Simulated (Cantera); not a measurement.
Feed: 1 mol B₂O₃, 0.83 mol BCl₃, 16 mol O₂, held at 973.15 K and 10.0 mbar.

These are equilibrium values from Cantera (NASA tables, ideal gas, pure condensed phases), not measurements of a reactor. Candidate condensed phases: B, B₂O₃; 18 gas species. Rates play no part.

Base state: O₂ 0.925, Cl₂ 0.0745, Cl 0.000702 (mole fractions); condensed: B₂O₃(l).

**Question.** What changes in the equilibrium state with this change: BCl₃ from 0.83 to 3.8 mol?

**Answer.** 
```tsv
species	before	after
O₂	0.925	0.697
Cl₂	0.0745	0.301
Cl	0.000702	0.00141
B₂O₃(l), mol	1.42	2.90
```
